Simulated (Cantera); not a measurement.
Abatement and gas-phase synthesis: SO₂ + N₂

Charge: 1 mol SO₂, 0.39 mol N₂, at 2927 °C.

Equilibrium computed with Cantera from the NASA thermochemical tables; the gas is ideal and each condensed phase is pure. Candidate condensed phases: S; 17 gas species. The ideal-gas law is rough above about 30 bar. Equilibrium is a limit: real reactors are often held back by kinetics, nucleation or transport.

From 10.0 Pa to 3.00e7 Pa nothing is condensed.

```tsv
P (Pa)	log p SO₂	log p O	log p S	log p N₂	log p SO	log p O₂	log p NO
10	-9.21	-4.23	-4.53	-4.94	-6.52	-7.13	-6.87
200	-5.41	-2.96	-3.28	-3.62	-4.00	-4.59	-4.94
3900	-2.43	-1.93	-2.36	-2.19	-2.04	-2.53	-3.19
77000	-0.54	-1.27	-1.79	-0.76	-0.81	-1.21	-1.81
1500000	0.93	-0.77	-1.31	0.59	0.17	-0.21	-0.65
30000000	2.30	-0.33	-0.84	1.91	1.08	0.68	0.46
```
log p: log10 of the partial pressure in bar; nothing condenses.
